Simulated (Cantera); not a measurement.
Input: 1 mol SiCl4, 13 mol NH3, 24 mol H2, held at 1773 K and 2.00 mbar.

Cantera equilibrium calculation (NASA polynomials, part measured and part estimated; ideal gas, pure solids and liquids). Candidate condensed phases: NH4Cl, Si, Si3N4; 28 gas species. The tables' values for SiCl, SiCl3 are old estimates; treat these amounts as uncertain. Gases not in the tables: Si2H6 and higher silanes. Equilibrium is a limit: real reactors are often held back by kinetics, nucleation or transport.

Base state: H2 0.803, N2 0.124, HCl 0.0533, SiCl2 0.0113, H 0.00570, Si 0.00107, Cl 0.000291, SiCl 0.000288 (mole fractions); condensed: Si(l).

**Question.** What changes in the equilibrium state with this change: temperature from 1773 K to 1100 K?

**Answer.** 
```
species          before    after
-------------  --------  -------
H2                0.803    0.808
N2                0.124    0.114
HCl              0.0533   0.0779
SiCl2            0.0113  4.00e-6
Si              0.00107    <1e-9
SiCl           0.000288    <1e-9
SiH             5.27e-5    <1e-9
SiH2            1.98e-5    <1e-9
Si2N            1.34e-5    <1e-9
Si(l), mol        0.329        0
Si3N4(s), mol         0    0.333
```

**Question.** What changes in the equilibrium state with this change: temperature from 1773 K to 725 K?

**Answer.** 
```tsv
species	before	after
H2	0.803	0.809
N2	0.124	0.114
HCl	0.0533	0.0777
SiCl2	0.0113	<1e-9
SiCl4	4.42e-8	4.46e-5
H	0.00570	<1e-9
Si	0.00107	<1e-9
Cl	0.000291	<1e-9
SiCl	0.000288	<1e-9
SiH	5.27e-5	<1e-9
Si(l), mol	0.329	0
Si3N4(s), mol	0	0.333
```
